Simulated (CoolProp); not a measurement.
A closed Brayton cycle with carbon dioxide: compressor inlet 321.15 K and 8.7 MPa, high pressure 19.9 MPa, turbine inlet 970 K, compressor efficiency 0.85, turbine efficiency 0.9, recuperator effectiveness 0.8 (on enthalpy, no pinch check). Each further row changes one setting.

Values from CoolProp's reference Helmholtz-energy equation of state, Span 1996.

```csv
case,thermal efficiency (%),net work (kJ/kg),compressor to turbine work,compressor exit (K),turbine exit (K)
as stated,29.5,94.7,0.28,383.8,859.6
turbine inlet 920 K,28.9,87.5,0.29,383.8,813.4
compressor inlet 331.15 K,29.0,88.1,0.33,401.6,859.6
high pressure 16.9 MPa,26.4,78.3,0.26,371.2,880.8
recuperator effectiveness 0.5,19.4,94.7,0.28,383.8,859.6
```
